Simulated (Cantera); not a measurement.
Cantera run:

```python
import numpy as np
import cantera as ct

gas_names = """
    N HF NH3
""".split()
cond_names = """
    Ca(a) Ca(b) Ca(L) CaF2(a) CaF2(b) CaF2(L)
""".split()


# ... load() reads the species with a 1 bar reference pressure and builds the phases ...
species = {s.name: s for s in load("nasa_gas.yaml", gas_names) + load("nasa_condensed.yaml", cond_names)}
# Each term lists the table entries of one substance; the one whose range holds T is used.
reactions = {
    '3 Ca + 2 N(g) + 6 HF(g) = 3 CaF2 + 2 NH3(g)':
        [(-3, ['Ca(a)', 'Ca(b)', 'Ca(L)']), (-2, ['N']), (-6, ['HF']), (3, ['CaF2(a)', 'CaF2(b)', 'CaF2(L)']), (2, ['NH3'])],
}


def pick(names, T):
    return next(species[n] for n in names if species[n].thermo.min_temp <= T <= species[n].thermo.max_temp)


results = []
for label, terms in reactions.items():
    print(label)
    print("     T/K   dH/kJ  dS/(J/K)   dG/kJ   log10 K")
    for T in [300, 1400, 1425, 1450, 1475, 1500, 1525, 1550, 1575, 1600]:
        used = [(nu, pick(names, T)) for nu, names in terms]
        dH = sum(nu * s.thermo.h(T) for nu, s in used) / 1e6
        dS = sum(nu * s.thermo.s(T) for nu, s in used) / 1e3
        dG = dH - T * dS / 1e3
        logK = -dG * 1e6 / (ct.gas_constant * T * np.log(10))
        results.append((label, T, dH, dS, dG, logK, [s.name for _, s in used]))
        print(f"{T:8g} {dH:8.1f} {dS:8.1f} {dG:8.1f} {logK:8.2f}")
```

It prints:

```
3 Ca + 2 N(g) + 6 HF(g) = 3 CaF2 + 2 NH3(g)
     T/K   dH/kJ  dS/(J/K)   dG/kJ   log10 K
     300  -3079.7   -885.7  -2814.0   489.94
    1400  -3060.7   -866.0  -1848.3    68.96
    1425  -3044.0   -854.2  -1826.7    66.96
    1450  -3040.2   -851.6  -1805.4    65.04
    1475  -3036.4   -849.0  -1784.1    63.18
    1500  -3032.6   -846.4  -1763.0    61.39
    1525  -3028.7   -843.9  -1741.8    59.66
    1550  -3024.8   -841.3  -1720.8    57.99
    1575  -3020.9   -838.9  -1699.8    56.37
    1600  -3017.0   -836.4  -1678.8    54.81
```

Cantera with NASA thermochemical tables; ideal gases at 1 bar, condensed phases pure. Condensed species are held in their standard states even where they would react or evaporate.
